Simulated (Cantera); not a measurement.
Cantera run, input and output.

```python
import numpy as np
import cantera as ct

surf = ct.Interface("ptcombust.yaml", "Pt_surf")
gas = surf.adjacent["gas"]
gas.TPX = 550, 180000, {'H2': 0.0029, 'O2': 0.089, 'N2': 0.79}
surf.TP = 550, 180000
reactor = ct.FlowReactor(gas, clone=False)
reactor.area = 0.0001  # m2
reactor.surface_area_to_volume_ratio = 600  # 1/m
reactor.mass_flow_rate = 0.12 * reactor.area * gas.density  # inlet velocity 0.12 m/s
reactor.energy_enabled = False
wall = ct.ReactorSurface(surf, reactor, clone=False)
net = ct.ReactorNet([reactor])
net.rtol, net.atol = 1e-8, 1e-16
show, cover = ['H2', 'O2', 'H2O'], ['PT(S)', 'H(S)', 'O(S)', 'OH(S)', 'CO(S)', 'C(S)']

rows = []
print(f"{'z/m':>9s}{'u/(m/s)':>9s}" + "".join(f"{s:>13s}" for s in show + cover))
for z in [0.00031, 0.00056, 0.00099, 0.0018, 0.0031, 0.0056, 0.0099, 0.018, 0.031]:
    net.advance(z)
    rows.append([reactor.speed, *gas[show].X, *surf[cover].coverages])
    print(f"{z:9.4g}{rows[-1][0]:9.3g}" + "".join(f"{x:13.4e}" for x in rows[-1][1:]))
```

Output:

```
      z/m  u/(m/s)           H2           O2          H2O        PT(S)         H(S)         O(S)        OH(S)        CO(S)         C(S)
  0.00031     0.12   1.0151e-03   9.9895e-02   2.2770e-03   1.5816e-02   1.7352e-09   9.7810e-01   6.0799e-03   1.7016e-24   2.2590e-28
  0.00056     0.12   6.5056e-04   9.9731e-02   2.6421e-03   1.0154e-02   7.1810e-10   9.8474e-01   5.0980e-03  -5.8377e-25   7.2241e-29
  0.00099     0.12   4.0187e-04   9.9619e-02   2.8912e-03   6.2810e-03   2.7756e-10   9.8959e-01   4.1289e-03  -1.5078e-26  -1.5013e-30
   0.0018     0.12   2.3346e-04   9.9543e-02   3.0599e-03   3.6553e-03   9.5652e-11   9.9313e-01   3.2109e-03   1.1595e-26   1.0689e-30
   0.0031     0.12   1.3944e-04   9.9501e-02   3.1541e-03   2.1902e-03   3.5094e-11   9.9530e-01   2.5119e-03  -3.0659e-26  -3.0458e-30
   0.0056     0.12   7.8376e-05   9.9473e-02   3.2153e-03   1.2427e-03   1.1614e-11   9.9685e-01   1.9051e-03   2.6714e-27   8.3859e-31
   0.0099     0.12   4.4362e-05   9.9458e-02   3.2493e-03   7.2292e-04   4.0168e-12   9.9782e-01   1.4587e-03   1.3581e-27   1.3100e-31
    0.018     0.12   2.3811e-05   9.9449e-02   3.2699e-03   4.2233e-04   1.3595e-12   9.9846e-01   1.1175e-03  -5.5128e-28  -2.2207e-32
    0.031     0.12   1.2831e-05   9.9444e-02   3.2809e-03   2.7701e-04   5.4033e-13   9.9882e-01   9.0618e-04  -5.7598e-28  -3.6238e-32
```

Cantera simulation using Deutschmann's 1995 Pt surface mechanism with GRI-Mech 3.0 gas chemistry; the numbers are that mechanism's predictions, not measurements. Catalytic surfaces can have several steady states; this one follows from the mechanism file's or the stated starting coverage. Mass transfer to the wall is taken as infinitely fast.
